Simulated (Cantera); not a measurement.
Counterflow diffusion flame

A counterflow diffusion flame at 240 Torr, nozzles 20 mm apart: fuel side CH4 : N2 = 1 : 0.37 (molar parts) at 325 K, oxidiser side O2 : N2 = 0.19 : 0.81 (molar parts) at 325 K, fuel mass flux 0.76 times the oxidiser's; mixture-averaged transport, no radiation.

Computed with Cantera and GRI-Mech 3.0 (53 species, 325 reactions). GRI-Mech 3.0 has no aromatics or soot, which form on the fuel side of real flames. The maximum strain rate includes the flame's own expansion and is several times the mean. A flux with no burning solution from the previous one only brackets extinction.

| oxidiser flux (kg/m²/s) | max strain (1/s) | mean strain (1/s) | T max (K) | peak x OH | peak x H | peak x NO | peak x CO | peak x C2H2 |
|---|---|---|---|---|---|---|---|---|
| 0.08 | 139 | 25.1 | 1817 | 0.00461 | 0.00462 | 8.49e-5 | 0.0409 | 0.00587 |
| 0.11 | 181 | 34.5 | 1794 | 0.00431 | 0.00457 | 6.47e-5 | 0.0412 | 0.00516 |
| 0.16 | 250 | 50.1 | 1765 | 0.00392 | 0.00440 | 4.28e-5 | 0.0421 | 0.00419 |
| 0.23 | 341 | 72.0 | 1717 | 0.00327 | 0.00384 | 2.13e-5 | 0.0432 | 0.00280 |
x: mole fraction; the columns are a selection and need not sum to one.

At the next flux tried, 0.32 kg/m²/s, no burning solution was found from the previous one.
